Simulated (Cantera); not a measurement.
Reactions in the system F-S-Si

Cantera with NASA thermochemical tables; ideal gases at 1 bar, condensed phases pure. Values are per mole of reaction as written; species without (g) are pure solids or liquids, kept so even where they would boil at 1 bar.

3 SiF₄(g) + S₂(g) → 2 SF₆(g) + 3 Si

| T (K) | ΔH° (kJ) | ΔS° (J/K) | ΔG° (kJ) | log10 K | condensed phases |
|---|---|---|---|---|---|
| 998 | 2293.6 | -409.4 | 2702.2 | -141.43 | Si(s) |
| 1198 | 2300.6 | -403.0 | 2783.4 | -121.36 | Si(s) |
| 1398 | 2308.0 | -397.4 | 2863.5 | -106.99 | Si(s) |
| 1598 | 2315.6 | -392.2 | 2942.4 | -96.18 | Si(s) |
| 1798 | 2473.6 | -298.8 | 3010.8 | -87.47 | Si(l) |
| 1998 | 2480.3 | -295.3 | 3070.2 | -80.26 | Si(l) |
| 2198 | 2486.9 | -292.1 | 3128.9 | -74.36 | Si(l) |
